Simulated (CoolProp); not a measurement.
Vapour-liquid equilibrium of propane (1) + isobutene (2) at 241.3 K; x and y are mole fractions of (1).

Model: multi-fluid Helmholtz-energy mixture model, Lemmon 2009 and Lemmon 2005; pair parameters Bell 2016, in CoolProp.

Q: Give the bubble pressure and the first vapour's composition at x = 0.05, 0.125, 0.275. Is there an azeotrope?

A: x = 0.05: 0.4329 bar, y = 0.246; x = 0.125: 0.5497 bar, y = 0.445; x = 0.275: 0.7387 bar, y = 0.643. No azeotrope shows between x = 0.05 and 0.95.

The pair parameters rest on a limited set of measurements; away from them the model extrapolates.
